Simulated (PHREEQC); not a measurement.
Model water analysis in mg/L, 25 °C, pH 7.06, pe -1.3: Na 154; K 63.3; Ca 38.5; Mg 1.3; Cl 29.9; S(6) as SO4 389; Alkalinity as HCO3 224; Si as SiO2 0.355; Fe(2) 0.15; N(-3) as NH4 0.0492.

Valence states are taken as typed.

Equilibrium calculation in PHREEQC: ion-association model, phreeqc.dat.

Q: The ionic strength comes out as 0.0155 mol/kgw. What activity coefficients do Cl-, HCO3-, NH4+, CaHCO3+, Ca+2 get?

A: Cl- 0.88, HCO3- 0.89, NH4+ 0.87, CaHCO3+ 0.89, Ca+2 0.62.

Precipitation was switched off in this run.
